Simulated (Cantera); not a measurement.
Input: 1 mol C₂F₆, 0.021 mol HCl, 1.2 mol H₂, at 2877 °C and 0.0900 Torr.

These are equilibrium values from Cantera (NASA tables, ideal gas, pure condensed phases), not measurements of a reactor. Candidate condensed phases: C, C₆H₆, C₇H₈, C₈H₁₈; 118 gas species. The feed counts by its element totals alone. Equilibrium is a limit: real reactors are often held back by kinetics, nucleation or transport.

Base state: F 0.574, H 0.216, C 0.149, HF 0.0310, C₂ 0.0102, C₃ 0.00888, CF 0.00810, Cl 0.00215 (mole fractions); condensed: gas only.

What changes in the equilibrium state with this change: HCl from 0.021 to 0.21 mol?


```json
[
 {"species": "F", "before": "0.574", "after": "0.552"},
 {"species": "H", "before": "0.216", "after": "0.226"},
 {"species": "C", "before": "0.149", "after": "0.145"},
 {"species": "Cl", "before": "0.00215", "after": "0.0207"},
 {"species": "C₂", "before": "0.0102", "after": "0.00971"},
 {"species": "HF", "before": "0.0310", "after": "0.0310"},
 {"species": "HCl", "before": "1.37e-6", "after": "1.38e-5"},
 {"species": "CF₂", "before": "1.07e-5", "after": "9.65e-6"},
 {"species": "H₂", "before": "9.35e-5", "after": "0.000102"},
 {"species": "C₃", "before": "0.00888", "after": "0.00820"},
 {"species": "CF", "before": "0.00810", "after": "0.00758"}
]
```

What changes in the equilibrium state with this change: temperature from 2877 °C to 2702 °C?


| species | before | after |
|---|---|---|
| F | 0.574 | 0.573 |
| H | 0.216 | 0.179 |
| HF | 0.0310 | 0.0974 |
| C | 0.149 | 0.0852 |
| C₃ | 0.00888 | 0.0335 |
| CF | 0.00810 | 0.0161 |
| C₂ | 0.0102 | 0.0132 |
| C₅ | 2.06e-6 | 3.73e-5 |
| C₄ | 4.10e-6 | 2.70e-5 |
